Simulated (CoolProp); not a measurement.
Octamethyltrisiloxane (MDM) along the isotherm 575 K: fugacity coefficient from the reference equation and from simpler models built on Tc = 565.4 K, pc = 1.438 MPa, ω = 0.528; each cubic takes its own stable root.

Model: reference Helmholtz-energy equation of state, Thol 2017, in CoolProp.

```tsv
p (MPa)	phase	reference	van der Waals	Redlich-Kwong	Soave-Redlich-Kwong	Peng-Robinson
1.6	supercritical	0.6492	0.6692	0.6456	0.6550	0.6308
3.19	supercritical	0.3958	0.4350	0.4039	0.4140	0.3906
4.79	supercritical	___	0.3621	0.3223	0.3313	0.3069
6.39	supercritical	0.2714	0.3345	0.2854	0.2937	0.2676
7.99	supercritical	0.2517	0.3267	0.2672	___	0.2468
9.58	supercritical	___	0.3303	0.2589	0.2670	0.2358
11.2	supercritical	0.2387	___	0.2569	0.2651	0.2306
12.8	supercritical	0.2397	___	0.2592	0.2676	0.2295
14.4	supercritical	0.2439	0.3839	0.2648	0.2736	0.2314
```

Complete the blanks.


- 4.79, reference: 0.3104
- 7.99, Soave-Redlich-Kwong: 0.2753
- 9.58, reference: 0.2421
- 11.2, van der Waals: 0.3421
- 12.8, van der Waals: 0.3601
